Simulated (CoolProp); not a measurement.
Vapour-liquid equilibrium of propylene (1) + R134a (2) at 232.9 K; x and y are mole fractions of (1).

Computed with CoolProp (multi-fluid Helmholtz-energy mixture model, Lemmon 2013 and Tillner-Roth 1994; pair parameters Bell 2016).

### Question
Give the bubble pressure and the first vapour's composition at x = 0.05, 0.35, 0.45. Is there an azeotrope?

### Answer
x = 0.05: 0.06959 MPa, y = 0.302; x = 0.35: 0.1262 MPa, y = 0.690; x = 0.45: 0.1330 MPa, y = 0.723. y crosses x between x = 0.85 and 0.95: the model has an azeotrope there.

Pair parameters are fitted to limited data, so mixtures are less certain than the pure fluids. With so large a gap from Raoult's law the liquid may split in two, which this calculation doesn't test in full.
